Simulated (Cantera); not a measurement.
Feed: 1 mol Si, 10 mol NH3, 4.9 mol H2, held at 82.5 Torr.

Equilibrium computed with Cantera from the NASA thermochemical tables; the gas is ideal and each condensed phase is pure. Candidate condensed phases: Si, Si3N4; 18 gas species. Gases not in the tables: Si2H6 and higher silanes. Equilibrium is a limit: real reactors are often held back by kinetics, nucleation or transport.

Q: At 1875 K, list the 6 most abundant gas species with their mole fractions, and the condensed phases.

A: H2 0.797, N2 0.201, H 0.00176, Si 8.23e-5, SiH2 3.96e-5, SiH 2.26e-5. Condensed: Si(l).
